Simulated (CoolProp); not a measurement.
R365MFC along the isotherm 500 K: fugacity coefficient from the reference equation and from simpler models built on Tc = 460.0 K, pc = 32.66 bar, ω = 0.377; each cubic takes its own stable root.

Computed with CoolProp (reference Helmholtz-energy equation of state, Lemmon 2016).

| p (bar) | phase | reference |
|---|---|---|
| 0.258 | gas | 0.9978 |
| 0.436 | gas | 0.9963 |
| 0.735 | gas | 0.9937 |
| 1.24 | gas | 0.9895 |
| 2.09 | gas | 0.9823 |
| 3.53 | gas | 0.9702 |
| 5.97 | gas | 0.9499 |
| 10.1 | gas | 0.9162 |
| 17 | gas | 0.8615 |
| 28.7 | gas | 0.7737 |
| 48.4 | supercritical | 0.6397 |
| 81.7 | supercritical | 0.4743 |

Task: How far does each simpler model (van der Waals, Redlich-Kwong, Soave-Redlich-Kwong) lie from the reference over these 12 states: mean and median of the absolute difference, and the worst?

Result: 
- van der Waals: mean 0.6 %, median 0.4 %, worst +2.1 % at 500 K and 28.7 bar
- Redlich-Kwong: mean 0.4 %, median 0.2 %, worst -1.7 % at 500 K and 81.7 bar
- Soave-Redlich-Kwong: mean 1.2 %, median 0.4 %, worst +5.9 % at 500 K and 81.7 bar
